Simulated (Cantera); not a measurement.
An isothermal plug-flow reactor at 500 K and 5.00 bar (inlet), inlet velocity 0.13 m/s, active area per volume 1200 1/m; feed H2 : O2 : N2 = 0.0021 : 0.037 : 0.79 (molar parts).

Model: Deutschmann's 1995 Pt surface mechanism with GRI-Mech 3.0 gas chemistry, integrated in Cantera. Catalytic surfaces can have several steady states; this one follows from the mechanism file's or the stated starting coverage. Mass transfer to the wall is taken as infinitely fast.

Q: Predict: x(H2) at z = 0.0064 m; x(O2) at z = 0.0064 m; x(H2O) at z = 0.0064 m; θ(O*) at the exit; θ(OH*) at the exit.

A: 
```
Property                 Result
----------------------  -------
x(H2) at z = 0.0064 m   1.84e-5
x(O2) at z = 0.0064 m    0.0434
x(H2O) at z = 0.0064 m  0.00252
θ(O*) at the exit         0.996
θ(OH*) at the exit      0.00358
```
